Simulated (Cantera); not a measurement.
Feed: 1 mol SiHCl3, 5.2 mol NH3, 5 mol H2, held at 1098 K and 67.5 Torr.

Cantera equilibrium calculation (NASA polynomials, part measured and part estimated; ideal gas, pure solids and liquids). Candidate condensed phases: NH4Cl, Si, Si3N4; 28 gas species. Equilibrium is a limit: real reactors are often held back by kinetics, nucleation or transport.

Base state: H2 0.707, HCl 0.176, N2 0.116, SiCl4 0.000765, SiHCl3 4.47e-5 (mole fractions); condensed: Si3N4(s).

**Question.** What changes in the equilibrium state with this change: temperature from 1098 K to 1523 K?

**Answer.** 
```json
[
 {"species": "H2", "before": "0.707", "after": "0.709"},
 {"species": "HCl", "before": "0.176", "after": "0.166"},
 {"species": "N2", "before": "0.116", "after": "0.119"},
 {"species": "SiCl2", "before": "1.73e-6", "after": "0.00463"},
 {"species": "H", "before": "6.93e-8", "after": "6.49e-5"},
 {"species": "Cl", "before": "1.55e-8", "after": "1.22e-5"},
 {"species": "SiCl3", "before": "9.70e-6", "after": "0.000592"},
 {"species": "Si3N4(s), mol", "before": "0.329", "after": "0.302"}
]
```
The tables' values for SiCl3 are old estimates; treat these amounts as uncertain.

**Question.** What changes in the equilibrium state with this change: temperature from 1098 K to 1573.15 K?

**Answer.** 
| species | before | after |
|---|---|---|
| H2 | 0.707 | 0.711 |
| HCl | 0.176 | 0.159 |
| N2 | 0.116 | 0.121 |
| SiCl2 | 1.73e-6 | 0.00802 |
| H | 6.93e-8 | 0.000114 |
| Cl | 1.55e-8 | 2.04e-5 |
| SiCl3 | 9.70e-6 | 0.000722 |
| Si3N4(s), mol | 0.329 | 0.283 |
The tables' values for SiCl3 are old estimates; treat these amounts as uncertain.
